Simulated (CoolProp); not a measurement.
Tetrahydrofuran along the isobar 1.59 MPa: density (kg/m³) from the reference equation and from simpler models built on Tc = 540.2 K, pc = 5.304 MPa, ω = 0.234; each cubic takes its own stable root.

Model: reference Helmholtz-energy equation of state, Fiedler 2023, in CoolProp.

```json
[
 {"T (K)": "362.7", "phase": "liquid", "reference": "809.7", "Redlich-Kwong": "729.0", "Peng-Robinson": "851.5"},
 {"T (K)": "379.8", "phase": "liquid", "reference": "(withheld)", "Redlich-Kwong": "706.0", "Peng-Robinson": "827.9"},
 {"T (K)": "397", "phase": "liquid", "reference": "766.7", "Redlich-Kwong": "681.1", "Peng-Robinson": "801.7"},
 {"T (K)": "414.1", "phase": "liquid", "reference": "743.5", "Redlich-Kwong": "(withheld)", "Peng-Robinson": "(withheld)"},
 {"T (K)": "431.3", "phase": "liquid", "reference": "718.4", "Redlich-Kwong": "623.6", "Peng-Robinson": "(withheld)"},
 {"T (K)": "448.4", "phase": "liquid", "reference": "(withheld)", "Redlich-Kwong": "38.75", "Peng-Robinson": "(withheld)"},
 {"T (K)": "465.5", "phase": "gas", "reference": "36.94", "Redlich-Kwong": "36.15", "Peng-Robinson": "37.29"},
 {"T (K)": "482.7", "phase": "gas", "reference": "34.46", "Redlich-Kwong": "33.98", "Peng-Robinson": "34.84"}
]
```

Problem. Complete the blanks.

Solution. 
- 379.8, reference: 788.7
- 414.1, Redlich-Kwong: 653.9
- 414.1, Peng-Robinson: 772.8
- 431.3, Peng-Robinson: 740.1
- 448.4, reference: 691.2
- 448.4, Peng-Robinson: 702.7

At some of these states Redlich-Kwong gives the other phase, because its saturation line lies elsewhere.
